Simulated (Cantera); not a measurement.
A closed system holds: 1 mol SiH2Cl2, 25 mol NH3, equilibrated at 0.00350 bar.

Cantera equilibrium calculation (NASA polynomials, part measured and part estimated; ideal gas, pure solids and liquids). Candidate condensed phases: NH4Cl, Si, Si3N4; 28 gas species. Gases not in the tables: Si2H6 and higher silanes. Kinetics and transport are ignored.

Q: Which condensed phases are stable at each of these points (T (°C)): 525, 725, 925, 1125, 1325, 1525, 1725?

A: 
| T (°C) | condensed phases | Si condensed (%) |
|---|---|---|
| 525 | Si3N4(s) | 100.0 |
| 725 | Si3N4(s) | 100.0 |
| 925 | Si3N4(s) | 100.0 |
| 1125 | Si3N4(s) | 98.9 |
| 1325 | Si3N4(s) | 86.2 |
| 1525 | Si(l) | 73.4 |
| 1725 | Si(l) | 8.6 |

From 525 °C to 1325 °C the condensed part is Si3N4(s). From 1525 °C to 1725 °C the condensed part is Si(l).
